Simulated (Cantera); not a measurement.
A freely propagating, adiabatic, planar premixed flame of CO : H2 : O2 : N2 = 1 : 0.098 : 0.819 : 2.79 (molar parts), equivalence ratio 0.67, unburnt at 673 K and 3.60 bar; mixture-averaged transport, grid criteria slope 0.08 and curve 0.16, no radiation.

Model: GRI-Mech 3.0 (53 species, 325 reactions), integrated in Cantera. The hydrogen kinetics of GRI-Mech 3.0 are dated; newer H2 mechanisms differ, most at raised pressure. Burning velocities carry a grid error of a few per cent, more on coarse grids.

Predict: laminar burning velocity; thermal thickness; peak x(O).


```json
{
 "laminar_burning_velocity": "107 cm/s",
 "thermal_thickness": "0.214 mm",
 "peak x(O)": "0.0112"
}
```
